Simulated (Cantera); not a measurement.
Feed: 1 mol SiH₂Cl₂, 7.4 mol O₂, 0.79 mol H₂, at 827 °C and 200 Pa.

Method: chemical equilibrium by Gibbs-energy minimisation in Cantera with the NASA 1993 tables (ideal gas, pure condensed phases). Candidate condensed phases: H₂O, Si, SiO₂; 30 gas species. Rates play no part.

Base state: O₂ 0.681, HCl 0.219, H₂O 0.0942, Cl₂ 0.00333, Cl 0.00196 (mole fractions); condensed: SiO₂(β-quartz).

### Question
What changes in the equilibrium state with this change: temperature from 827 °C to 550 °C?

### Answer
```csv
species,before,after
O₂,0.681,0.680
HCl,0.219,0.191
H₂O,0.0942,0.110
Cl₂,0.00333,0.0191
Cl,0.00196,4.87e-5
"SiO₂(β-quartz), mol",1.00,0
"SiO₂(α-quartz), mol",0,1.00
```
